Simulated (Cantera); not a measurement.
A Cantera script and what it prints.

```python
import numpy as np
import cantera as ct

gas_names = """
    CL CLO CL2 H HCL HOCL HO2 H2 H2O H2O2 O OH O2 O3 Ti TiCL TiCL2 TiCL3 TiCL4 TiO TiOCL TiOCL2 TiO2
""".split()
cond_names = """
    H2O(s) H2O(L) Ti(a) Ti(b) Ti(L) TiCL2(s) TiCL3(s) TiCL4(L) TiO(a) TiO(b) TiO(L) TiO2(ru) TiO2(L)
    Ti2O3(a) Ti2O3(b) Ti2O3(L) Ti3O5(a) Ti3O5(b) Ti3O5(L) Ti4O7(s) Ti4O7(L)
""".split()


# ... load() reads the species with a 1 bar reference pressure and builds the phases ...
atoms = {
    'TiO2': {'Ti': 1, 'O': 2},
    'Cl2': {'CL': 2},
    'H2': {'H': 2},
}
top_T = {'TiCL2(s)': 1300, 'TiCL3(s)': 1000}  # K; cautious upper limits of use, not melting points


# ... equilibrate(T, P, feed) seeds the gas with the atoms and calls Mixture.equilibrate('TP', solver="vcs", rtol=1e-11, max_steps=5000) ...
results = []
P = 180  # Pa
for T in [1425, 1450, 1475, 1500, 1525, 1550, 1575, 1600, 1625, 1650, 1675, 1700, 1725, 1750]:
    for m in [0.62, 0.88, 1.3, 1.8, 2.5, 3.6, 5.1, 7.2, 10, 14, 20, 29, 41]:
        feed = {'TiO2': 1, 'Cl2': m, 'H2': 37}  # mol
        mix = equilibrate(T, P, feed)
        results.append((T, P, feed, dict(zip(mix.species_names, mix.species_moles))))

for T, P, feed, n in results:
    print(f"{T:7g} {feed['Cl2']:10.4g}  " + (" + ".join(c for c in cond_names if n.get(c, 0) > 1e-12) or "gas only"))
```

It prints:

```
   1425       0.62  Ti4O7(s)
   1425       0.88  Ti4O7(s)
   1425        1.3  Ti4O7(s)
   1425        1.8  Ti4O7(s)
   1425        2.5  Ti4O7(s)
   1425        3.6  Ti4O7(s)
   1425        5.1  Ti4O7(s)
   1425        7.2  Ti4O7(s)
   1425         10  TiO2(ru) + Ti4O7(s)
   1425         14  TiO2(ru) + Ti4O7(s)
   1425         20  TiO2(ru) + Ti4O7(s)
   1425         29  TiO2(ru)
   1425         41  TiO2(ru)
   1450       0.62  Ti4O7(s)
   1450       0.88  Ti4O7(s)
   1450        1.3  Ti4O7(s)
   1450        1.8  Ti4O7(s)
   1450        2.5  Ti4O7(s)
   1450        3.6  Ti4O7(s)
   1450        5.1  Ti4O7(s)
   1450        7.2  Ti4O7(s)
   1450         10  Ti4O7(s)
   1450         14  TiO2(ru) + Ti4O7(s)
   1450         20  TiO2(ru) + Ti4O7(s)
   1450         29  TiO2(ru)
   1450         41  TiO2(ru)
   1475       0.62  Ti4O7(s)
   1475       0.88  Ti4O7(s)
   1475        1.3  Ti4O7(s)
   1475        1.8  Ti4O7(s)
   1475        2.5  Ti4O7(s)
   1475        3.6  Ti4O7(s)
   1475        5.1  Ti4O7(s)
   1475        7.2  Ti4O7(s)
   1475         10  Ti4O7(s)
   1475         14  Ti4O7(s)
   1475         20  TiO2(ru) + Ti4O7(s)
   1475         29  TiO2(ru)
   1475         41  TiO2(ru)
   1500       0.62  Ti4O7(s)
   1500       0.88  Ti4O7(s)
   1500        1.3  Ti4O7(s)
   1500        1.8  Ti4O7(s)
   1500        2.5  Ti4O7(s)
   1500        3.6  Ti4O7(s)
   1500        5.1  Ti4O7(s)
   1500        7.2  Ti4O7(s)
   1500         10  Ti4O7(s)
   1500         14  Ti4O7(s)
   1500         20  Ti4O7(s)
   1500         29  TiO2(ru) + Ti4O7(s)
   1500         41  TiO2(ru)
   1525       0.62  Ti4O7(s)
   1525       0.88  Ti4O7(s)
   1525        1.3  Ti4O7(s)
   1525        1.8  Ti4O7(s)
   1525        2.5  Ti4O7(s)
   1525        3.6  Ti4O7(s)
   1525        5.1  Ti4O7(s)
   1525        7.2  Ti4O7(s)
   1525         10  Ti4O7(s)
   1525         14  Ti4O7(s)
   1525         20  Ti4O7(s)
   1525         29  TiO2(ru) + Ti4O7(s)
   1525         41  TiO2(ru)
   1550       0.62  Ti4O7(s)
   1550       0.88  Ti4O7(s)
   1550        1.3  Ti4O7(s)
   1550        1.8  Ti4O7(s)
   1550        2.5  Ti4O7(s)
   1550        3.6  Ti4O7(s)
   1550        5.1  Ti4O7(s)
   1550        7.2  Ti4O7(s)
   1550         10  Ti4O7(s)
   1550         14  Ti4O7(s)
   1550         20  Ti4O7(s)
   1550         29  TiO2(ru) + Ti4O7(s)
   1550         41  TiO2(ru)
   1575       0.62  Ti3O5(b) + Ti4O7(s)
   1575       0.88  Ti3O5(b) + Ti4O7(s)
   1575        1.3  Ti3O5(b) + Ti4O7(s)
   1575        1.8  Ti3O5(b) + Ti4O7(s)
   1575        2.5  Ti3O5(b) + Ti4O7(s)
   1575        3.6  Ti3O5(b) + Ti4O7(s)
   1575        5.1  Ti3O5(b) + Ti4O7(s)
   1575        7.2  Ti4O7(s)
   1575         10  Ti4O7(s)
   1575         14  Ti4O7(s)
   1575         20  Ti4O7(s)
   1575         29  TiO2(ru) + Ti4O7(s)
   1575         41  TiO2(ru)
   1600       0.62  Ti3O5(b)
   1600       0.88  Ti3O5(b)
   1600        1.3  Ti3O5(b)
   1600        1.8  Ti3O5(b)
   1600        2.5  Ti3O5(b) + Ti4O7(s)
   1600        3.6  Ti3O5(b) + Ti4O7(s)
   1600        5.1  Ti3O5(b) + Ti4O7(s)
   1600        7.2  Ti3O5(b) + Ti4O7(s)
   1600         10  Ti3O5(b) + Ti4O7(s)
   1600         14  Ti4O7(s)
   1600         20  Ti4O7(s)
   1600         29  TiO2(ru) + Ti4O7(s)
   1600         41  TiO2(ru)
   1625       0.62  Ti3O5(b)
   1625       0.88  Ti3O5(b)
   1625        1.3  Ti3O5(b)
   1625        1.8  Ti3O5(b)
   1625        2.5  Ti3O5(b)
   1625        3.6  Ti3O5(b)
   1625        5.1  Ti3O5(b)
   1625        7.2  Ti3O5(b)
   1625         10  Ti3O5(b) + Ti4O7(s)
   1625         14  Ti3O5(b) + Ti4O7(s)
   1625         20  Ti4O7(s)
   1625         29  Ti4O7(s)
   1625         41  TiO2(ru)
   1650       0.62  Ti3O5(b)
   1650       0.88  Ti3O5(b)
   1650        1.3  Ti3O5(b)
   1650        1.8  Ti3O5(b)
   1650        2.5  Ti3O5(b)
   1650        3.6  Ti3O5(b)
   1650        5.1  Ti3O5(b)
   1650        7.2  Ti3O5(b)
   1650         10  Ti3O5(b)
   1650         14  Ti3O5(b) + Ti4O7(s)
   1650         20  Ti4O7(s)
   1650         29  Ti4O7(s)
   1650         41  TiO2(ru)
   1675       0.62  Ti3O5(b)
   1675       0.88  Ti3O5(b)
   1675        1.3  Ti3O5(b)
   1675        1.8  Ti3O5(b)
   1675        2.5  Ti3O5(b)
   1675        3.6  Ti3O5(b)
   1675        5.1  Ti3O5(b)
   1675        7.2  Ti3O5(b)
   1675         10  Ti3O5(b)
   1675         14  Ti3O5(b)
   1675         20  Ti3O5(b) + Ti4O7(s)
   1675         29  Ti4O7(s)
   1675         41  TiO2(ru)
   1700       0.62  Ti3O5(b)
   1700       0.88  Ti3O5(b)
   1700        1.3  Ti3O5(b)
   1700        1.8  Ti3O5(b)
   1700        2.5  Ti3O5(b)
   1700        3.6  Ti3O5(b)
   1700        5.1  Ti3O5(b)
   1700        7.2  Ti3O5(b)
   1700         10  Ti3O5(b)
   1700         14  Ti3O5(b)
   1700         20  Ti3O5(b) + Ti4O7(s)
   1700         29  Ti4O7(s)
   1700         41  TiO2(ru)
   1725       0.62  Ti3O5(b)
   1725       0.88  Ti3O5(b)
   1725        1.3  Ti3O5(b)
   1725        1.8  Ti3O5(b)
   1725        2.5  Ti3O5(b)
   1725        3.6  Ti3O5(b)
   1725        5.1  Ti3O5(b)
   1725        7.2  Ti3O5(b)
   1725         10  Ti3O5(b)
   1725         14  Ti3O5(b)
   1725         20  Ti3O5(b)
   1725         29  Ti4O7(s)
   1725         41  TiO2(ru)
   1750       0.62  Ti3O5(b)
   1750       0.88  Ti3O5(b)
   1750        1.3  Ti3O5(b)
   1750        1.8  Ti3O5(b)
   1750        2.5  Ti3O5(b)
   1750        3.6  Ti3O5(b)
   1750        5.1  Ti3O5(b)
   1750        7.2  Ti3O5(b)
   1750         10  Ti3O5(b)
   1750         14  Ti3O5(b)
   1750         20  Ti3O5(b)
   1750         29  Ti4O7(s)
   1750         41  TiO2(ru)
```

Equilibrium computed with Cantera from the NASA thermochemical tables; the gas is ideal and each condensed phase is pure. Mutual solubility and eutectic melting of coexisting phases are not modelled. The tables' values for TiCl2 are old estimates. Condensed phases not in the tables: Magnéli phases beyond Ti4O7.
